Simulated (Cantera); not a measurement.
Cantera run, input and output.

```python
import numpy as np
import cantera as ct

gas = ct.Solution("h2o2.yaml")


def delay(T, t_max=10):
    gas.TPX = T, 34000, {'H2': 1, 'O2': 1.11, 'N2': 6.78}
    reactor = ct.IdealGasReactor(gas, clone=False)
    net = ct.ReactorNet([reactor])
    net.rtol, net.atol = 1e-8, 1e-16
    while net.time < t_max:
        t_old, T_old = net.time, reactor.T
        net.step()
        if reactor.T > T + 400:  # ignition: a rise of 400 K
            return t_old + (T + 400 - T_old) / (reactor.T - T_old) * (net.time - t_old)
    return np.nan


taus = []
for T in [1225, 1300, 1375, 1450, 1525, 1600, 1675, 1750]:
    taus.append(delay(T))
    print(f"T0 = {T:6g} K   tau = {taus[-1]:.4e} s")

# d ln(tau) / d ln(k), from doubling and halving each rate constant
T, sens = 1600, []
for i in range(gas.n_reactions):
    gas.set_multiplier(2.0, i)
    up = delay(T)
    gas.set_multiplier(0.5, i)
    down = delay(T)
    gas.set_multiplier(1.0, i)
    sens.append((np.log(up / down) / np.log(4.0), gas.reaction(i).equation))
sens.sort(key=lambda x: -abs(x[0]))
print(f"sensitivities at {T} K")
for s, eq in sens[:10]:
    print(f"{s:8.3f}  {eq}")
```

It prints:

```
T0 =   1225 K   tau = 2.4666e-04 s
T0 =   1300 K   tau = 2.2062e-04 s
T0 =   1375 K   tau = 2.1535e-04 s
T0 =   1450 K   tau = 2.2408e-04 s
T0 =   1525 K   tau = 2.4338e-04 s
T0 =   1600 K   tau = 2.7146e-04 s
T0 =   1675 K   tau = 3.0739e-04 s
T0 =   1750 K   tau = 3.5080e-04 s
sensitivities at 1600 K
  -0.323  H + O2 + H2O <=> HO2 + H2O
  -0.205  H + O2 + N2 <=> HO2 + N2
  -0.174  H + OH + M <=> H2O + M
  -0.081  H + O2 <=> O + OH
  -0.042  2 OH (+M) <=> H2O2 (+M)
  -0.041  H + O2 + M <=> HO2 + M
  -0.036  H2 + O <=> H + OH
  -0.025  2 H + M <=> H2 + M
  -0.024  H2 + OH <=> H + H2O
  -0.020  2 H + H2O <=> H2 + H2O
```

Computed with Cantera and the H2/O2 subset of GRI-Mech 3.0, which has no nitrogen chemistry. Where the delays flatten at high temperature, the 400 K rule measures the pace of heat release, not the induction time.
